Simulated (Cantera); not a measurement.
Feed: 1 mol Cu, 1.6 mol CO2, 1.1 mol H2, equilibrated at 11.0 bar.

Cantera equilibrium calculation (NASA polynomials, part measured and part estimated; ideal gas, pure solids and liquids). Candidate condensed phases: C, C6H6, C7H8, C8H18, Cu, CuO, Cu(OH)2, Cu2O, H2O; 113 gas species. Equilibrium is a limit: real reactors are often held back by kinetics, nucleation or transport.

Question: Which condensed phases are stable at each of these points (T (K)): 1050, 1150, 1250, 1350, 1450, 1550, 1650, 1750, 1850, 1950?

Answer: 
```tsv
T (K)	condensed phases	Cu condensed (%)
1050	Cu(s)	100.0
1150	Cu(s)	100.0
1250	Cu(s)	100.0
1350	Cu(s)	100.0
1450	Cu(l)	100.0
1550	Cu(l)	100.0
1650	Cu(l)	100.0
1750	Cu(l)	100.0
1850	Cu(l)	100.0
1950	Cu(l)	99.9
```

From 1050 K to 1350 K the condensed part is Cu(s). From 1450 K to 1950 K the condensed part is Cu(l).
